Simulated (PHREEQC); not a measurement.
## Reverse-osmosis permeate: an equilibrium model

Model water analysis in mg/L, 72 °C, pH 6.06, pe 11.3:

| constituent | mg/L |
|---|---|
| Na | 1.26 |
| K | 0.00258 |
| Ca | 3.94 |
| Mg | 0.304 |
| Cl | 2.59 |
| S(6) as SO4 | 7.14 |
| Alkalinity as HCO3 | 3.45 |
| Cd | 0.00609 |
| Si as SiO2 | 0.138 |
| F | 0.0248 |

Valence states are taken as typed.

Computed with PHREEQC (ion-association model, phreeqc.dat).

Each row changes one thing in this solution. This is a speciation only: nothing precipitates in the calculation.

```
case                                             CO2 (mol/kgw)  HCO3- (mol/kgw)  Mg+2 (mol/kgw)  CaSO4 (mol/kgw)  MgSO4 (mol/kgw)  CaHCO3+ (mol/kgw)  SI of Quartz (SiO2)
-----------------------------------------------  -------------  ---------------  --------------  ---------------  ---------------  -----------------  -------------------
as made                                                9.97e-5          5.71e-5         1.20e-5          1.37e-6          4.70e-7            8.94e-8                -2.26
F from 0.0248 to 0.0496 mg/L                           9.97e-5          5.71e-5         1.20e-5          1.37e-6          4.70e-7            8.94e-8                -2.26
all concentrations times 3 at the same typed pH       0.000292         0.000170               ?          1.00e-5                ?                  ?                -1.78
Mg from 0.304 to 0.152 mg/L                            9.98e-5          5.71e-5               ?          1.37e-6          2.36e-7                  ?                -2.26
```

Problem. What belongs in the gaps?

Solution. 
- all concentrations times 3 at the same typed pH, Mg+2 (mol/kgw): 3.41e-5
- all concentrations times 3 at the same typed pH, MgSO4 (mol/kgw): 3.34e-6
- all concentrations times 3 at the same typed pH, CaHCO3+ (mol/kgw): 7.27e-7
- Mg from 0.304 to 0.152 mg/L, Mg+2 (mol/kgw): 6.01e-6
- Mg from 0.304 to 0.152 mg/L, CaHCO3+ (mol/kgw): 8.95e-8

Complexes and solids missing from the database can't appear. Away from 25 °C the constants follow the database's enthalpies or fits; those with neither stay at their 25 °C values. SiF6-2 is the database's only silicon fluoride.
